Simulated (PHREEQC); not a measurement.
Dissolve 0.032 mol NaHCO3, 7.4e-05 mol Na2SO4 and 0.0047 mol LiCl per kg of water at 20 °C. Closed to the air; pH follows from the charge balance.

All values are PHREEQC results (ion-association model, phreeqc.dat), not measurements.

Each row changes one thing in this solution. This is a speciation only: nothing precipitates in the calculation.

```tsv
case	pH	ionic strength (mol/kgw)	HCO3- (mol/kgw)	CO2 (mol/kgw)	NaHCO3 (mol/kgw)	CO3-2 (mol/kgw)
as made	8.19	0.0368	0.0308	0.000406	0.000399	0.000328
NaHCO3 from 0.032 to 0.32 mol/kgw	7.92	0.301	0.285	0.00565	0.0239	0.00263
diluted 100-fold with water	8.27	0.000372	0.000313	3.95e-6	5.58e-8	2.63e-6
LiCl left out	8.19	0.0321	0.0308	0.000404	0.000406	0.000324
diluted 5-fold with water	8.29	0.00743	0.00624	7.14e-5	1.94e-5	6.57e-5
temperature from 20 to 75 °C	7.79	0.0363	0.0301	0.000844	0.000283	0.000241
```

At this temperature some constants are extrapolated from 25 °C, and those without enthalpy data are left unchanged.
